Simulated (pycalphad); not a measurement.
Source of the numbers: pycalphad with the COST 507 light-alloy database (1999); pressure 1 atm. The database dates from 1999; later assessments differ in places, in temperatures and in the compounds included. Amounts are mole fractions of atoms.

Give the equilibrium state of Al-0.24Si (at.%) at 575 K.

FCC_A1, fraction 0.998, with 0.06 Si at.%; DIAMOND_A4, fraction 0.002, with >99.99 Si at.%.

FCC_A1 is fcc; DIAMOND_A4 is diamond (Si).
